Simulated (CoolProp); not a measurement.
Propylene at several states: density (kg/m³) from the reference equation and from simpler models built on Tc = 91.1 °C, pc = 4.555 MPa, ω = 0.146; each cubic takes its own stable root.

Model: reference Helmholtz-energy equation of state, Lemmon 2013, in CoolProp.

| T (°C) | p (MPa) | phase | reference | van der Waals | Peng-Robinson |
|---|---|---|---|---|---|
| -54.45 | 0.655 | liquid | 619.1 | 390.6 | [?] |
| 150.35 | 0.58 | gas | [?] | 7.120 | 7.152 |
| 298.55 | 3.32 | gas | 30.94 | [?] | 31.15 |
| -123.75 | 0.185 | liquid | 698.4 | 434.8 | [?] |
| 162.45 | 0.654 | gas | 7.819 | 7.816 | [?] |

Q: Some entries are withheld; supply them.

A: 
- -54.45, Peng-Robinson: 657.1
- 150.35, reference: 7.127
- 298.55, van der Waals: 31.52
- -123.75, Peng-Robinson: 727.9
- 162.45, Peng-Robinson: 7.848
